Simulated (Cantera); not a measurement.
Feed: 1 mol Al, a varied amount of HCl, equilibrated at 548 K and 17.0 Pa.

These are equilibrium values from Cantera (NASA tables, ideal gas, pure condensed phases), not measurements of a reactor. Candidate condensed phases: Al, AlCl3; 12 gas species. Equilibrium is a limit: real reactors are often held back by kinetics, nucleation or transport.

Q: Which condensed phases are stable at each of these points (n(HCl) (mol)): 2.1, 2.5, 3, 3.7, 4.4, 5.3, 6.3, 7.6, 9.1, 11, 13, 16, 19?

A: 
| n(HCl) (mol) | condensed phases | Al condensed (%) |
|---|---|---|
| 2.1 | Al(s) | 30.0 |
| 2.5 | Al(s) | 16.7 |
| 3 | gas only | 0.0 |
| 3.7 | gas only | 0.0 |
| 4.4 | gas only | 0.0 |
| 5.3 | gas only | 0.0 |
| 6.3 | gas only | 0.0 |
| 7.6 | gas only | 0.0 |
| 9.1 | gas only | 0.0 |
| 11 | gas only | 0.0 |
| 13 | gas only | 0.0 |
| 16 | gas only | 0.0 |
| 19 | gas only | 0.0 |

From 2.1 mol HCl to 2.5 mol HCl the condensed part is Al(s). From 3 mol HCl to 19 mol HCl nothing is condensed.
